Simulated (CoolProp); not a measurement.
A simple Rankine cycle with methanol: condensing at 307.15 K, boiler at 0.314 MPa, turbine inlet 374.4 K, turbine efficiency 0.65, pump efficiency 0.7, no recuperator. Each further row changes one setting.

The numbers come from the reference Helmholtz-energy equation of state, de Reuck 1993 in CoolProp.

```csv
case,thermal efficiency (%),net work (kJ/kg),heat in (kJ/kg),turbine exit temperature (K),volume ratio over the turbine
as stated,10.2,126,1230,307.1,9.68
turbine inlet 394.4 K,___,133,___,307.1,9.29
condensing temperature 299.15 K,___,143,1250,299.2,14.0
boiler pressure 0.22 MPa,8.9,___,1250,307.1,6.78
turbine efficiency 0.55,___,106,1230,307.1,9.85
```

Task: Complete the blanks.

Result: 
- turbine inlet 394.4 K, thermal efficiency (%): 10.3
- turbine inlet 394.4 K, heat in (kJ/kg): 1280
- condensing temperature 299.15 K, thermal efficiency (%): 11.5
- boiler pressure 0.22 MPa, net work (kJ/kg): 111
- turbine efficiency 0.55, thermal efficiency (%): 8.6

The expansion ends wet for: as stated; turbine inlet 394.4 K; condensing temperature 299.15 K; boiler pressure 0.22 MPa; turbine efficiency 0.55.
